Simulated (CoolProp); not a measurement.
The fluid at 298.15 K and 11.5 MPa flows at 0.17 m/s in a round tube of 20 mm bore and 45 µm roughness, fully developed (64/Re and Nu = 3.66 if laminar; Colebrook and Gnielinski if turbulent). The same conditions are run with several fluids, on thermodynamics alone (safety and materials aside).

Values from CoolProp's reference Helmholtz-energy equation of state of each fluid (carbon dioxide: Span 1996; R227EA: Lemmon 2016; R507A: Lemmon 2003; R410A: Lemmon 2003; R125: Lemmon 2005). Blends and air are pseudo-pure fits.

Question: Rank carbon dioxide, R227EA, R507A, R410A, R125 by Reynolds number, highest first.

Answer: carbon dioxide (36100), R410A (26300), R125 (23400), R507A (23000), R227EA (16400)

| fluid | Darcy friction factor | pressure drop (Pa/m) | heat-transfer coefficient (W/(m² K)) | mass flow (kg/h) |
|---|---|---|---|---|
| carbon dioxide | 0.0280 | 17.0 | 836 | 161 |
| R227EA | 0.0312 | 32.8 | 396 | 280 |
| R507A | 0.0296 | 24.2 | 498 | 218 |
| R410A | 0.0291 | 23.7 | 656 | 217 |
| R125 | 0.0295 | 27.5 | 488 | 248 |

Transport values come from each fluid's own correlations; those of R227EA are estimates that may be off by 10 % or more.
